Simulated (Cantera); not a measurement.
A Cantera script and its output.

```python
import numpy as np
import cantera as ct

gas = ct.Solution("gri30.yaml", transport_model="multicomponent")
show = ['CO2', 'CH3', 'NH3']

rows = []
print(f"{'T/K':>7s}{'rho':>11s}{'cp':>10s}{'mu':>11s}{'lambda':>11s}{'Pr':>7s}" + "".join(f"{'D_' + s:>11s}" for s in show))
for T in [400, 600, 800, 1000, 1200, 1400, 1600, 1800, 2000]:
    gas.TPX = T, 130, {'O2': 0.86}
    Pr = gas.cp_mass * gas.viscosity / gas.thermal_conductivity
    D = [gas.mix_diff_coeffs_mole[gas.species_index(s)] for s in show]
    rows.append([gas.density, gas.cp_mass, gas.viscosity, gas.thermal_conductivity, Pr, *D])
    print(f"{T:7g}{gas.density:11.4e}{gas.cp_mass:10.1f}{gas.viscosity:11.4e}"
          f"{gas.thermal_conductivity:11.4e}{Pr:7.3f}" + "".join(f"{d:11.4e}" for d in D))
print("SI units: kg/m3, J/kg/K, Pa s, W/m/K, m2/s")
```

It prints:

```
    T/K        rho        cp         mu     lambda     Pr      D_CO2      D_CH3      D_NH3
    400 1.2508e-03     941.4 2.5629e-05 3.3889e-02  0.712 2.0574e-02 2.9503e-02 3.0035e-02
    600 8.3384e-04    1002.6 3.4077e-05 4.8102e-02  0.710 4.2133e-02 5.9534e-02 6.3323e-02
    800 6.2538e-04    1054.7 4.1353e-05 6.1465e-02  0.710 6.9148e-02 9.7019e-02 1.0555e-01
   1000 5.0030e-04    1090.2 4.7912e-05 7.3669e-02  0.709 1.0102e-01 1.4118e-01 1.5559e-01
   1200 4.1692e-04    1114.2 5.3973e-05 8.4884e-02  0.708 1.3733e-01 1.9150e-01 2.1273e-01
   1400 3.5736e-04    1134.2 5.9661e-05 9.5570e-02  0.708 1.7781e-01 2.4758e-01 2.7645e-01
   1600 3.1269e-04    1151.4 6.5055e-05 1.0584e-01  0.708 2.2221e-01 3.0913e-01 3.4637e-01
   1800 2.7795e-04    1166.8 7.0208e-05 1.1579e-01  0.707 2.7038e-01 3.7589e-01 4.2218e-01
   2000 2.5015e-04    1181.2 7.5158e-05 1.2551e-01  0.707 3.2215e-01 4.4768e-01 5.0367e-01
SI units: kg/m3, J/kg/K, Pa s, W/m/K, m2/s
```

Model: GRI-Mech 3.0 (53 species, 325 reactions), integrated in Cantera.
